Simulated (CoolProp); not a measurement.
Vapour-liquid equilibrium of R125 (1) + R152A (2) at 1.04 bar; x and y are mole fractions of (1).

The numbers come from the multi-fluid Helmholtz-energy mixture model, Lemmon 2005 and Outcalt 1996; pair parameters Bell 2016 in CoolProp.

```tsv
x	bubble temperature, mixture model (°C)	bubble temperature, Raoult's law (°C)	y, mixture model	y, Raoult's law
0.05	-25.6	-25.5	0.132	0.132
0.2	-30.6	-30.7	0.411	0.426
0.35	-34.6	-35.0	0.597	0.621
0.5	-38.0	-38.7	0.736	0.757
0.65	-41.2	-41.8	0.844	0.855
0.8	-44.1	-44.5	0.926	0.928
0.95	-46.8	-46.8	0.985	0.984
```

The largest gap from Raoult's law is +0.7 K in bubble temperature, at x = 0.5. No azeotrope shows between x = 0.05 and 0.95.

The pair parameters rest on a limited set of measurements; away from them the model extrapolates. The gap from Raoult's law changes sign with composition, which may be real or a fault of the pair parameters; it wasn't checked against measurements.
